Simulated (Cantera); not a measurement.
# Carbothermic reduction: CuO + CO + N₂

Feed: 1 mol CuO, 9.3 mol CO, 1.4 mol N₂, at 24.0 mbar.

These are equilibrium values from Cantera (NASA tables, ideal gas, pure condensed phases), not measurements of a reactor. Candidate condensed phases: C, Cu, CuO, Cu₂O; 27 gas species. Kinetics and transport are ignored.

```
T (K)  log p CO  log p N₂  log p CO₂  log p Cu  log p O  n Cu(s)  n Cu(l)
-----  --------  --------  ---------  --------  -------  -------  -------
1300      -1.73     -2.50      -2.65     -6.80     <-13    1.000        0
1400      -1.73     -2.50      -2.65     -5.87   -12.95        0    0.999
1500      -1.73     -2.50      -2.65     -5.08   -11.62        0    0.996
1600      -1.73     -2.50      -2.65     -4.40   -10.46        0    0.982
1700      -1.73     -2.51      -2.65     -3.80    -9.43        0    0.929
1800      -1.74     -2.51      -2.66     -3.27    -8.52        0    0.752
1900      -1.76     -2.53      -2.68     -2.79    -7.71        0    0.223
2000      -1.77     -2.54      -2.69     -2.69    -6.97        0        0
2100      -1.77     -2.54      -2.69     -2.69    -6.31        0        0
2200      -1.77     -2.54      -2.69     -2.69    -5.71        0        0
2300      -1.77     -2.54      -2.69     -2.69    -5.16        0        0
2400      -1.77     -2.54      -2.70     -2.69    -4.66        0        0
2500      -1.77     -2.54      -2.71     -2.69    -4.22        0        0
```
log p: log10 of the partial pressure in bar; n: condensed amount in mol.

At 1300 K the condensed part is Cu(s). From 1400 K to 1900 K the condensed part is Cu(l). From 2000 K to 2500 K nothing is condensed. The main Cu-bearing gas is Cu throughout.
